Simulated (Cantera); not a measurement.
An isothermal, constant-pressure homogeneous reactor starts with H2 : O2 : N2 = 0.0096 : 1 : 4.1 (molar parts), equivalence ratio 0.0048, at 1000 K and 2670 Pa.

Cantera simulation using the H2/O2 subset of GRI-Mech 3.0, which has no nitrogen chemistry; the numbers are that mechanism's predictions, not measurements. Radical loss at walls, strong at low pressure, is not modelled.

x: mole fraction; the columns are a selection and need not sum to one.

```csv
t (s),x H2,x O2,x H2O2,x H2O,x H,x OH
0.000300,0.00188,0.196,<1e-12,<1e-12,1.44e-12,<1e-12
0.00114,0.00188,0.196,<1e-12,1.96e-12,3.26e-12,5.39e-12
0.00434,0.00188,0.196,<1e-12,5.25e-11,1.35e-11,4.06e-11
0.0165,0.00188,0.196,<1e-12,___,9.97e-10,___
0.0628,___,0.195,___,___,___,___
0.239,2.83e-6,0.195,6.57e-9,0.00186,7.00e-6,2.69e-5
0.909,2.84e-7,0.195,4.12e-9,0.00188,2.73e-7,8.94e-6
3.46,2.23e-8,0.195,1.19e-9,0.00188,7.67e-9,2.75e-6
13.1,1.92e-9,0.195,1.89e-10,0.00188,2.83e-10,9.25e-7
50.0,2.41e-10,0.195,3.21e-11,0.00188,1.72e-11,3.64e-7
```

### Question
Fill in the missing entries.

### Answer

- 0.0165, x H2O: 7.58e-9
- 0.0165, x OH: 3.40e-9
- 0.0628, x H2: 0.000352
- 0.0628, x H2O2: 5.42e-8
- 0.0628, x H2O: 0.00135
- 0.0628, x H: 0.000175
- 0.0628, x OH: 0.000173
